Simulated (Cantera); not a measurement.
Cantera run:

```python
import numpy as np
import cantera as ct

gas_names = """
    Br Br2 H HBr H2 Si SiBr SiBr2 SiBr3 SiBr4 SiH SiHBr3 SiH2 SiH2Br2 SiH3 SiH3Br SiH4 Si2 Si3
""".split()
cond_names = """
    Br2(cr) Br2(L) Si(cr) Si(L)
""".split()


def load(file, names, dense=False):
    # The tables refer to 1 bar. Condensed volumes are neglected.
    table = {s.name: s for s in ct.Species.list_from_file(file)}
    out = []
    for n in names:
        d = dict(table[n].input_data)
        d["thermo"] = dict(d["thermo"], **{"reference-pressure": 1e5})
        if dense:
            d["equation-of-state"] = {"model": "constant-volume", "density": "1e6 g/cm^3"}
        out.append(ct.Species.from_dict(d))
    return out


gas = ct.Solution(thermo="ideal-gas", species=load("nasa_gas.yaml", gas_names))
cond = {s.name: ct.Solution(thermo="fixed-stoichiometry", species=[s], name=s.name)
        for s in load("nasa_condensed.yaml", cond_names, dense=True)}
atoms = {
    'Si': {'Si': 1},
    'HBr': {'H': 1, 'Br': 1},
    'H2': {'H': 2},
}
top_T = {}  # K; cautious upper limits of use, not melting points


def equilibrate(T, P, feed):
    n = {}
    for name, mol in feed.items():
        for a, k in atoms[name].items():
            n[a] = n.get(a, 0.0) + k * mol
    gas.TPX = T, P, n
    mass = sum(n.values()) * gas.mean_molecular_weight
    gas.equilibrate("TP")
    valid = [c for c in cond.values() if c.min_temp <= T <= top_T.get(c.name, c.max_temp)]
    mix = ct.Mixture([(gas, mass / gas.mean_molecular_weight)] + [(c, 0.0) for c in valid])
    mix.T, mix.P = T, P
    mix.equilibrate("TP", solver="vcs", rtol=1e-11, max_steps=5000)
    return mix


results = []
feed = {'Si': 1, 'HBr': 5.5, 'H2': 82}  # mol
P = 210  # Pa
for T in [475, 525, 575, 625, 675, 725, 775, 825, 875, 925, 975, 1025, 1075, 1125]:
    mix = equilibrate(T, P, feed)
    results.append((T, P, feed, dict(zip(mix.species_names, mix.species_moles))))

top = {s: max(r[3][s] / sum(r[3][g] for g in gas_names) for r in results) for s in gas_names}
cols = sorted((s for s in top if top[s] > 0.001), key=lambda s: -top[s])[:7]
seen = [c for c in cond_names if any(r[3].get(c, 0) > 1e-12 for r in results)]
print("log10 of partial pressures in bar; condensed amounts in mol")
print(f"{'T/K':>10s}" + "".join(f"{s[:9]:>10s}" for s in cols + seen))
for T, P, feed, n in results:
    ng = sum(n[g] for g in gas_names)
    print(f"{T:10.4g}" + "".join(f"{np.log10(max(n[s] / ng * P / 1e5, 1e-99)):10.3f}" for s in cols)
          + "".join(f"{n.get(c, 0):10.4g}" for c in seen))
```

Output:

```
log10 of partial pressures in bar; condensed amounts in mol
       T/K        H2       HBr     SiBr4     SiBr2    Si(cr)
       475    -2.691    -4.439    -4.615   -20.367         0
       525    -2.691    -4.439    -4.615   -17.361         0
       575    -2.691    -4.439    -4.615   -14.886         0
       625    -2.691    -4.438    -4.615   -12.814         0
       675    -2.691    -4.438    -4.616   -11.056         0
       725    -2.691    -4.436    -4.619    -9.548         0
       775    -2.691    -4.433    -4.623    -8.245         0
       825    -2.691    -4.426    -4.633    -7.118         0
       875    -2.691    -4.387    -4.664    -6.210   0.01913
       925    -2.695    -4.212    -4.793    -5.788    0.2104
       975    -2.698    -4.081    -5.007    -5.459    0.4008
      1025    -2.701    -3.999    -5.346    -5.236     0.537
      1075    -2.703    -3.963    -5.808    -5.112    0.5924
      1125    -2.704    -3.954    -6.323    -5.048    0.5945
```

Method: chemical equilibrium by Gibbs-energy minimisation in Cantera with the NASA 1993 tables (ideal gas, pure condensed phases). The tables' values for SiBr3 are old estimates; treat these amounts as uncertain.
